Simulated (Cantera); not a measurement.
An isothermal, constant-pressure homogeneous reactor starts with 10.2 % NO, 89.8 % N₂, at 1975 K and 10.5 Torr.

Cantera simulation using GRI-Mech 3.0 (53 species, 325 reactions); the numbers are that mechanism's predictions, not measurements. Radical loss at walls, strong at low pressure, is not modelled.

x: mole fraction; the columns are a selection and need not sum to one.

| t (s) | x NO | x O | x O₂ | x N₂ | x NO₂ | x N₂O |
|---|---|---|---|---|---|---|
| 8.00e-6 | 0.102 | 1.13e-9 | <1e-12 | 0.898 | <1e-12 | 1.13e-9 |
| 4.64e-5 | 0.102 | 6.55e-9 | <1e-12 | 0.898 | <1e-12 | 6.54e-9 |
| 0.000270 | 0.102 | (withheld) | 9.91e-12 | 0.898 | 9.04e-12 | (withheld) |
| 0.00157 | 0.102 | 2.25e-7 | 3.36e-10 | 0.898 | 2.85e-10 | 2.16e-7 |
| 0.00909 | 0.102 | 1.43e-6 | 1.21e-8 | 0.898 | 7.04e-9 | 1.12e-6 |
| 0.0528 | 0.102 | (withheld) | (withheld) | 0.898 | (withheld) | (withheld) |
| 0.307 | 0.102 | 7.61e-5 | 2.39e-5 | 0.898 | 6.66e-7 | 4.64e-6 |
| 1.78 | 0.100 | 0.000238 | 0.000645 | 0.899 | 1.79e-6 | 4.18e-6 |
| 10.3 | 0.0881 | 0.000441 | 0.00672 | 0.905 | 3.41e-6 | 2.96e-6 |
| 60.0 | 0.0234 | 0.000929 | 0.0388 | 0.937 | 2.14e-6 | 1.95e-7 |

Question: What belongs in the gaps?

Answer: 
- 0.000270, x O: 3.81e-8
- 0.000270, x N₂O: 3.79e-8
- 0.0528, x O: 1.10e-5
- 0.0528, x O₂: 5.19e-7
- 0.0528, x NO₂: 9.55e-8
- 0.0528, x N₂O: 3.77e-6
